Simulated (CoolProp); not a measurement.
Vapour-liquid equilibrium of propylene (1) + isobutane (2) at 0.629 MPa; x and y are mole fractions of (1).

Values from CoolProp's multi-fluid Helmholtz-energy mixture model, Lemmon 2013 and Bücker 2006; pair parameters Bell 2016.

| x | bubble temperature (K) | y at the bubble point | dew temperature at overall composition x (K) | liquid density (mol/L) |
|---|---|---|---|---|
| 0.05 | 315.3 | 0.133 | 318.1 | 9.175 |
| 0.15 | 309.1 | 0.316 | 314.8 | 9.522 |
| 0.25 | 304.6 | 0.445 | 311.4 | 9.859 |
| 0.35 | 300.8 | 0.553 | 307.9 | 10.21 |
| 0.45 | 297.2 | 0.650 | 304.4 | 10.57 |
| 0.55 | 293.5 | 0.742 | 300.9 | 10.97 |
| 0.65 | 289.6 | 0.826 | 297.2 | 11.38 |
| 0.75 | 285.5 | 0.897 | 293.2 | 11.81 |
| 0.85 | 281.3 | 0.952 | 288.3 | 12.26 |
| 0.95 | 277.4 | 0.988 | 281.5 | 12.69 |

No azeotrope shows between x = 0.05 and 0.95.

The pair parameters rest on a limited set of measurements; away from them the model extrapolates. The gap from Raoult's law changes sign with composition, which may be real or a fault of the pair parameters; it wasn't checked against measurements.
